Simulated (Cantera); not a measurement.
A closed system holds: 1 mol BN, 27 mol H₂O, 5.3 mol H₂, equilibrated at 752 °C and 13.3 mbar.

Cantera equilibrium calculation (NASA polynomials, part measured and part estimated; ideal gas, pure solids and liquids). Candidate condensed phases: B, BN, B₂O₃, B₃O₃H₃, H₂O; 39 gas species. Gases not in the tables: H₃BO₃. Rates play no part.

What is the equilibrium state?


| Property | Result |
|---|---|
| x(H₂O) | 0.775 |
| x(H₂) | 0.207 |
| x(N₂) | 0.0153 |
| x((HBO₂)₃) | 0.00194 |
| x(HBO₂) | 0.000333 |
| n(B₂O₃(l)) | 0.399 mol |
| gas amount | 32.77 mol |
| log10 activity of B(s) (absent) | -12.06 |
| log10 activity of B₃O₃H₃(s) (absent) | -21.82 |
